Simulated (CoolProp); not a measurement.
Properties of ethanol along the isobar 346 bar (Tc = 514.7 K, pc = 62.68 bar, ω = 0.644).

The numbers come from the reference Helmholtz-energy equation of state, Schroeder 2014 in CoolProp.

| T (K) | phase | Z | speed of sound (m/s) | Prandtl number | fugacity coefficient |
|---|---|---|---|---|---|
| 214.7 | liquid | 1.021 | 1611 | 97.0 | 5.983e-7 |
| 235.8 | liquid | 0.9475 | 1532 | 55.7 | 5.446e-6 |
| 256.9 | liquid | 0.8862 | 1458 | 35.2 | 3.334e-5 |
| 278 | liquid | 0.8343 | 1391 | 23.8 | 0.0001504 |
| 299 | liquid | ? | 1330 | 17.1 | 0.0005311 |
| 320.1 | liquid | 0.7528 | 1273 | 13.0 | 0.001557 |
| 341.2 | liquid | 0.7207 | 1219 | 10.2 | 0.003899 |
| 362.2 | liquid | 0.6937 | 1166 | 8.33 | 0.008540 |
| 383.3 | liquid | ? | 1113 | 6.98 | 0.01683 |
| 404.4 | liquid | 0.6526 | 1058 | 5.96 | 0.03022 |
| 425.4 | liquid | 0.6383 | 1001 | 5.15 | 0.04998 |
| 446.5 | liquid | 0.6281 | 941.6 | 4.46 | 0.07736 |
| 467.6 | liquid | 0.6217 | ? | 3.88 | 0.1128 |
| 488.6 | liquid | 0.6188 | 824.4 | 3.39 | 0.1559 |
| 509.7 | liquid | 0.6195 | 767.4 | 3.01 | 0.2064 |
| 530.8 | supercritical | ? | 710.6 | 2.72 | 0.2628 |

Problem. Fill in the missing entries.

Solution. 
- 299, Z: 0.7905
- 383.3, Z: 0.6710
- 467.6, speed of sound (m/s): 882.2
- 530.8, Z: 0.6241

Viscosity comes from a separate model (Kiselev 2005). Thermal conductivity comes from a separate model (Assael 2013).
